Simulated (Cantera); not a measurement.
A perfectly stirred reactor is fed with H2 : O2 = 0.051 : 1 (molar parts), at 10.00 Torr; it is held at 1100 K, and followed from long to short residence time.

Computed with Cantera and the H2/O2 subset of GRI-Mech 3.0, which has no nitrogen chemistry. Radical loss at walls, strong at low pressure, is not modelled. The temperature is held fixed by assumption; the heat of reaction is taken as removed at once.

Task: What does this change do: temperature 1100 to 1200 K?

Result: 
| quantity | before | after |
|---|---|---|
| x(H2) at τ = 0.660 s | 0.000302 | 0.000219 |
| x(O2) at τ = 0.660 s | 0.947 | 0.945 |
| x(O) at τ = 0.660 s | 0.00281 | 0.00410 |
| x(H2O2) at τ = 0.660 s | 9.42e-8 | 7.40e-8 |
| x(H) at τ = 0.660 s | 0.000282 | 0.000354 |
| x(H2) at τ = 29.0 ms | 0.00186 | 0.00129 |
| x(O2) at τ = 29.0 ms | 0.934 | 0.928 |
| x(O) at τ = 29.0 ms | 0.0138 | 0.0191 |
| x(H2O2) at τ = 29.0 ms | 1.39e-7 | 1.05e-7 |
| x(H) at τ = 29.0 ms | 0.00389 | 0.00400 |

Task: What does this change do: pressure from 10.00 Torr to 20.0 Torr?

Result: 
```csv
quantity,before,after
x(H2) at τ = 0.660 s,0.000302,0.000236
x(O2) at τ = 0.660 s,0.947,0.949
x(O) at τ = 0.660 s,0.00281,0.00116
x(H2O2) at τ = 0.660 s,9.42e-8,1.56e-7
x(H) at τ = 0.660 s,0.000282,7.38e-5
x(H2) at τ = 29.0 ms,0.00186,0.00140
x(O2) at τ = 29.0 ms,0.934,0.942
x(O) at τ = 29.0 ms,0.0138,0.00696
x(H2O2) at τ = 29.0 ms,1.39e-7,2.72e-7
x(H) at τ = 29.0 ms,0.00389,0.00137
```
